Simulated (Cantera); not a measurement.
## Low-pressure radical oxidation in H2/O2

A perfectly stirred reactor is fed with H2 : O2 = 0.012 : 1 (molar parts), equivalence ratio 0.0060, at 720 Pa; it is held at 1350 K, and followed from long to short residence time.

Detailed kinetics in Cantera: GRI-Mech 3.0 (53 species, 325 reactions). Radical loss at walls, strong at low pressure, is not modelled.

```
τ (s)       x H2   x O2    x H2O      x O   x H2O2     x OH    x HO2
------  --------  -----  -------  -------  -------  -------  -------
0.64     6.48e-5  0.981   0.0111  0.00675  7.43e-9  0.00117  2.64e-7
0.36     8.63e-5  0.980   0.0110  0.00780  7.86e-9  0.00127  2.85e-7
0.20    0.000119  0.979   0.0109  0.00862  8.31e-9  0.00136  3.04e-7
0.11    0.000172  0.978   0.0108  0.00916  8.86e-9  0.00144  3.21e-7
0.064   0.000252  0.978   0.0106  0.00941  9.56e-9  0.00153  3.38e-7
0.036   0.000394  0.978   0.0104  0.00944  1.06e-8  0.00166  3.58e-7
0.020   0.000639  0.978   0.0100  0.00922  1.22e-8  0.00182  3.83e-7
0.011    0.00106  0.978  0.00949  0.00874  1.43e-8  0.00203  4.13e-7
0.0063   0.00171  0.979  0.00873  0.00802  1.66e-8  0.00223  4.39e-7
0.0036   0.00274  0.980  0.00762  0.00696  1.85e-8  0.00239  4.58e-7
0.0020   0.00444  0.981  0.00596  0.00540  1.87e-8  0.00237  4.58e-7
```
x: mole fraction; the columns are a selection and need not sum to one.
